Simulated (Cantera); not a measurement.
A freely propagating, adiabatic, planar premixed flame of H2 : O2 : N2 = 1 : 0.357 : 1.34 (molar parts), equivalence ratio 1.4, unburnt at 375 K and 37000 Pa; mixture-averaged transport, grid criteria slope 0.08 and curve 0.16, no radiation.

Computed with Cantera and the H2/O2 subset of GRI-Mech 3.0, which has no nitrogen chemistry. Burning velocities carry a grid error of a few per cent, more on coarse grids.

How do the results move with these cheaper or finer settings: unity-Lewis-number transport; multicomponent transport; multicomponent+Soret transport; grid criteria slope 0.5, curve 1; grid criteria slope 0.25, curve 0.5; grid criteria slope 0.03, curve 0.06?


| setting | laminar burning velocity | thermal thickness | peak x(H) | peak x(OH) | grid points |
|---|---|---|---|---|---|
| as above | 381 cm/s | 1.40 mm | 0.0914 | 0.0107 | 128 |
| unity-Lewis-number transport | 232 cm/s | 1.14 mm | 0.0952 | 0.0105 | 117 |
| multicomponent transport | 372 cm/s | 1.40 mm | 0.0910 | 0.0107 | 128 |
| multicomponent+Soret transport | 353 cm/s | 1.36 mm | 0.0891 | 0.0107 | 130 |
| grid criteria slope 0.5, curve 1 | 405 cm/s | 1.75 mm | 0.0922 | 0.0111 | 40 |
| grid criteria slope 0.25, curve 0.5 | 388 cm/s | 1.51 mm | 0.0917 | 0.0106 | 68 |
| grid criteria slope 0.03, curve 0.06 | 378 cm/s | 1.37 mm | 0.0911 | 0.0106 | 293 |
Unity Lewis numbers drop preferential diffusion, which matters most where H2 and H carry the flame; Soret adds thermal diffusion.
